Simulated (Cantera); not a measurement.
A perfectly stirred reactor is fed with 17.9 % CO, 5.72 % H₂, 15.6 % O₂, 58.8 % N₂, 1.97 % CO₂, equivalence ratio 0.75, at 1.30 bar; it is adiabatic with a 423 K inlet, and is followed from long to short residence time, starting on the burning branch (τ in s: 0.2, 0.076, 0.029, 0.011, 0.0043, 0.0016, 0.00063, 0.00024, 9.2e-05, 3.5e-05, 1.3e-05, 5.2e-06).

Cantera simulation using GRI-Mech 3.0 (53 species, 325 reactions); the numbers are that mechanism's predictions, not measurements.

One state of this run: T (K) = 1828; x CO = 0.0467; x H₂ = 0.00317; x O₂ = 0.0628; x CO₂ = 0.171; x HO₂ = 1.35e-5; x OH = 0.00611. x: mole fraction; the columns are a selection and need not sum to one.

**Question.** Which value of τ (s) does it belong to?
(A) 0.20
(B) 1.3e-5
(C) 0.00063
(D) 0.0016

**Answer.** C, 0.00063
